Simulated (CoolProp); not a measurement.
Vapour-liquid equilibrium of CHF3 (R23) (1) + CH2F2 (R32) (2) at 0.219 MPa; x and y are mole fractions of (1).

Model: multi-fluid Helmholtz-energy mixture model, Penoncello 2003 and Tillner-Roth 1997; pair parameters Bell 2016, in CoolProp.

Give the bubble temperature and the first vapour's composition at x = 0.425, 0.65, 0.725. Is there an azeotrope?

x = 0.425: 218.6 K, y = 0.756; x = 0.65: 212.5 K, y = 0.889; x = 0.725: 210.8 K, y = 0.919. No azeotrope shows between x = 0.05 and 0.95.

Pair parameters are fitted to limited data, so mixtures are less certain than the pure fluids.
